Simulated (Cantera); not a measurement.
A closed system holds: 1 mol FeCl2, 0.34 mol HCl, a varied amount of H2, equilibrated at 1800 K and 10.0 mbar.

Equilibrium computed with Cantera from the NASA thermochemical tables; the gas is ideal and each condensed phase is pure. Candidate condensed phases: Fe, FeCl2, FeCl3; 11 gas species. Rates play no part.

Problem. What share of the Fe ends up in condensed phases as a function of n(H2) (mol), at 1.6, 2.2, 3.2, 4.6, 6.5, 9.4, 13, 19, 27, 39, 56?

Solution. 
| n(H2) (mol) | Fe condensed (%) | as |
|---|---|---|
| 1.6 | 27.5 | Fe(δ) |
| 2.2 | 33.5 | Fe(δ) |
| 3.2 | 40.9 | Fe(δ) |
| 4.6 | 48.2 | Fe(δ) |
| 6.5 | 55.0 | Fe(δ) |
| 9.4 | 61.7 | Fe(δ) |
| 13 | 66.8 | Fe(δ) |
| 19 | 71.5 | Fe(δ) |
| 27 | 74.2 | Fe(δ) |
| 39 | 75.0 | Fe(δ) |
| 56 | 73.4 | Fe(δ) |
